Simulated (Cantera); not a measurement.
A perfectly stirred reactor is fed with H2 : O2 = 0.039 : 1 (molar parts), at 20.0 Torr; it is held at 1425 K, and followed from long to short residence time.

Detailed kinetics in Cantera: GRI-Mech 3.0 (53 species, 325 reactions). Radical loss at walls, strong at low pressure, is not modelled. The temperature is held fixed by assumption; the heat of reaction is taken as removed at once.

### Question
Predict: x(H2) at τ = 0.390 s; x(O2) at τ = 0.390 s; x(H2O2) at τ = 0.390 s; x(OH) at τ = 0.390 s; x(O) at τ = 0.390 s; x(H2) at τ = 13.0 ms; x(O2) at τ = 13.0 ms; x(H2O2) at τ = 13.0 ms; x(OH) at τ = 13.0 ms; x(O) at τ = 13.0 ms.

### Answer
```json
{
 "x(H2) at τ = 0.390 s": "0.000114",
 "x(O2) at τ = 0.390 s": "0.956",
 "x(H2O2) at τ = 0.390 s": "3.69e-8",
 "x(OH) at τ = 0.390 s": "0.00200",
 "x(O) at τ = 0.390 s": "0.00439",
 "x(H2) at τ = 13.0 ms": "0.000671",
 "x(O2) at τ = 13.0 ms": "0.938",
 "x(H2O2) at τ = 13.0 ms": "6.88e-8",
 "x(OH) at τ = 13.0 ms": "0.00438",
 "x(O) at τ = 13.0 ms": "0.0207"
}
```
